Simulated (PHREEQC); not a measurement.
## Nickel, zinc or cadmium bath

Solution (50 °C): 28 mmol/kgw CdSO4, 1 mmol/kgw Na2SO4 and 0.84 mmol/kgw H2SO4. Closed to the air; pH follows from the charge balance.

Model: ion-association model, phreeqc.dat, run in PHREEQC.

Each row changes one thing in this solution. Precipitation was switched off in this run.

| case | pH | ionic strength (mol/kgw) | SO4-2 (mol/kgw) | Na+ (mol/kgw) | HSO4- (mol/kgw) | NaSO4- (mol/kgw) |
|---|---|---|---|---|---|---|
| as made | 3.17 | 0.0628 | 0.0141 | 0.00194 | 0.000874 | 6.54e-5 |
| H2SO4 left out | 5.90 | 0.0618 | 0.0141 | 0.00193 | 1.64e-6 | 6.56e-5 |
| 0.015 mol/kgw KCl added | 3.19 | 0.0752 | … | 0.00193 | 0.000895 | 6.84e-5 |
| CdSO4 replaced by MgSO4 at the same molality | 3.17 | 0.0558 | 0.0139 | 0.00193 | 0.000883 | 6.70e-5 |
| CdSO4 replaced by MnSO4 at the same molality | 3.20 | 0.0659 | 0.0164 | 0.00193 | 0.000932 | … |
| H2SO4 replaced by KHSO4 at the same molality | 3.48 | 0.0631 | … | 0.00193 | 0.000440 | 6.64e-5 |
| diluted 5-fold with water | 3.68 | 0.0160 | 0.00398 | 0.000395 | 0.000101 | 5.42e-6 |
| temperature from 50 to 55 °C | 3.20 | … | 0.0140 | 0.00193 | 0.000923 | 6.64e-5 |

**Question.** Complete the blanks.

**Answer.** 
- 0.015 mol/kgw KCl added, SO4-2 (mol/kgw): 0.0156
- CdSO4 replaced by MnSO4 at the same molality, NaSO4- (mol/kgw): 7.48e-5
- H2SO4 replaced by KHSO4 at the same molality, SO4-2 (mol/kgw): 0.0143
- temperature from 50 to 55 °C, ionic strength (mol/kgw): 0.0626

At this temperature some constants are extrapolated from 25 °C, and those without enthalpy data are left unchanged.
